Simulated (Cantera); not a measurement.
What does this Cantera script print?

```python
import numpy as np
import cantera as ct

gas_names = """
    H H2 Si SiH SiH2 SiH3 SiH4 Si2 Si3
""".split()
cond_names = """
    Si(cr) Si(L)
""".split()


# ... load() reads the species with a 1 bar reference pressure and builds the phases ...
atoms = {
    'Si': {'Si': 1},
    'H2': {'H': 2},
}
top_T = {}  # K; cautious upper limits of use, not melting points


# ... equilibrate(T, P, feed) seeds the gas with the atoms and calls Mixture.equilibrate('TP', solver="vcs", rtol=1e-11, max_steps=5000) ...
results = []
feed = {'Si': 1, 'H2': 2.7}  # mol
T = 800  # K
P = 2400000  # Pa
mix = equilibrate(T, P, feed)
results.append((T, P, feed, dict(zip(mix.species_names, mix.species_moles))))
print(gas.report(threshold=1e-05))
for i in range(1, mix.n_phases):
    print(f"{mix.phase(i).name:16s} {mix.phase_moles(i):12.5e} mol")
```

Output:

```
       temperature   800 K
          pressure   2.4e+06 Pa
           density   0.72746 kg/m^3
  mean mol. weight   2.0161 kg/kmol
   phase of matter   gas

                          1 kg             1 kmol
                     ---------------   ---------------
          enthalpy        7.2901e+06        1.4698e+07  J
   internal energy        3.9909e+06        8.0463e+06  J
           entropy             66034        1.3313e+05  J/K
    Gibbs function       -4.5537e+07       -9.1809e+07  J
 heat capacity c_p             14689             29616  J/K
 heat capacity c_v             10565             21302  J/K

                      mass frac. Y      mole frac. X     chem. pot. / RT
                     ---------------   ---------------   ---------------
                H2           0.99992                 1           -13.803
     [   +8 minor]        7.7916e-05        4.8912e-06

Si(cr)            9.99987e-01 mol
```

Equilibrium computed with Cantera from the NASA thermochemical tables; the gas is ideal and each condensed phase is pure.
